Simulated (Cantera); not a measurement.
A perfectly stirred reactor is fed with H2 : O2 : N2 = 0.049 : 1 : 0.26 (molar parts), at 0.0133 bar; it is held at 1200 K, and followed from long to short residence time.

Detailed kinetics in Cantera: the H2/O2 subset of GRI-Mech 3.0, which has no nitrogen chemistry. Radical loss at walls, strong at low pressure, is not modelled. The temperature is held fixed by assumption; the heat of reaction is taken as removed at once.

Task: What does this change do: temperature 1200 to 948 K?

Result: 
```json
[
 {"quantity": "x(H2) at τ = 0.610 s", "before": "0.000202", "after": "0.000765"},
 {"quantity": "x(O2) at τ = 0.610 s", "before": "0.755", "after": "0.758"},
 {"quantity": "x(O) at τ = 0.610 s", "before": "0.00405", "after": "0.00119"},
 {"quantity": "x(H) at τ = 0.610 s", "before": "0.000382", "after": "0.000204"},
 {"quantity": "x(H2O) at τ = 0.610 s", "before": "0.0371", "after": "0.0371"},
 {"quantity": "x(H2) at τ = 54.0 ms", "before": "0.000794", "after": "0.00293"},
 {"quantity": "x(O2) at τ = 54.0 ms", "before": "0.746", "after": "0.755"},
 {"quantity": "x(O) at τ = 54.0 ms", "before": "0.0135", "after": "0.00396"},
 {"quantity": "x(H) at τ = 54.0 ms", "before": "0.00252", "after": "0.00185"},
 {"quantity": "x(H2O) at τ = 54.0 ms", "before": "0.0346", "after": "0.0337"}
]
```
Below about 950 K walls govern HO2 and H2O2 in real vessels.

Task: What does this change do: pressure from 0.0133 bar to 0.0267 bar?

Result: 
```tsv
quantity	before	after
x(H2) at τ = 0.610 s	0.000202	0.000134
x(O2) at τ = 0.610 s	0.755	0.758
x(O) at τ = 0.610 s	0.00405	0.00170
x(H) at τ = 0.610 s	0.000382	0.000104
x(H2O) at τ = 0.610 s	0.0371	0.0376
x(H2) at τ = 54.0 ms	0.000794	0.000547
x(O2) at τ = 54.0 ms	0.746	0.752
x(O) at τ = 54.0 ms	0.0135	0.00702
x(H) at τ = 54.0 ms	0.00252	0.000939
x(H2O) at τ = 54.0 ms	0.0346	0.0362
```
